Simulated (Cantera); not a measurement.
**Diamond growth**

A diamond (100) surface in a fixed gas of H2 with x(CH4) = 0.0033, x(CH3) = 0.00085, at 975 K, 0.0340 bar; coverages are run to steady state.

Computed with Cantera and the Harris–Goodwin 1993 mechanism for the reconstructed diamond (100) surface.

```csv
x(H),growth (µm/h),θ c6HH,θ c6H*,θ c6*H,θ c6**,θ c6HM
0.0001,1.30,0.227,0.00501,0.110,0.000677,0.492
0.00021,2.48,0.260,0.00614,0.135,0.00135,0.447
0.00045,4.40,0.321,0.00790,0.174,0.00248,0.370
0.00095,6.85,0.399,0.0101,0.222,0.00397,0.273
0.002,9.28,0.478,0.0123,0.270,0.00547,0.176
0.0042,11.2,0.538,0.0140,0.307,0.00663,0.101
0.009,12.4,0.577,0.0151,0.331,0.00739,0.0520
0.019,13.0,0.599,0.0157,0.343,0.00781,0.0260
0.04,13.4,0.609,0.0162,0.350,0.00804,0.0127
```
θ: site fractions in the mechanism's names (c6HH fully hydrogenated, c6H* and c6*H radical sites, c6** diradical, c6HM methylated).
